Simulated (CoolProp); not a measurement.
Vapour-liquid equilibrium of dimethyl ether (1) + 1-butene (2) at -20.75 °C; x and y are mole fractions of (1).

Model: multi-fluid Helmholtz-energy mixture model, Wu 2011 and Lemmon 2005; pair parameters Bell 2016, in CoolProp.

| x | bubble pressure, mixture model (kPa) | bubble pressure, Raoult's law (kPa) | y, mixture model | y, Raoult's law |
|---|---|---|---|---|
| 0.05 | 60.77 | 58.84 | [?] | 0.102 |
| 0.15 | 70.27 | 65.31 | [?] | 0.276 |
| 0.25 | [?] | 71.79 | 0.455 | 0.419 |
| 0.35 | 86.26 | 78.27 | 0.560 | 0.538 |
| 0.45 | [?] | 84.75 | [?] | 0.639 |
| 0.55 | 99.02 | 91.23 | 0.717 | 0.726 |
| 0.65 | 104.5 | 97.70 | 0.781 | 0.801 |
| 0.75 | 109.5 | 104.2 | [?] | 0.867 |
| 0.85 | [?] | 110.7 | 0.903 | 0.925 |
| 0.95 | 118.4 | 117.1 | 0.966 | 0.976 |

Task: Fill in the missing entries.

Result: 
- 0.05, y, mixture model: 0.128
- 0.15, y, mixture model: 0.319
- 0.25, bubble pressure, mixture model (kPa): 78.73
- 0.45, bubble pressure, mixture model (kPa): 92.98
- 0.45, y, mixture model: 0.644
- 0.75, y, mixture model: 0.842
- 0.85, bubble pressure, mixture model (kPa): 114.1

The largest gap from Raoult's law is +10.2 % in bubble pressure, at x = 0.35. No azeotrope shows between x = 0.05 and 0.95.

Pair parameters are fitted to limited data, so mixtures are less certain than the pure fluids.
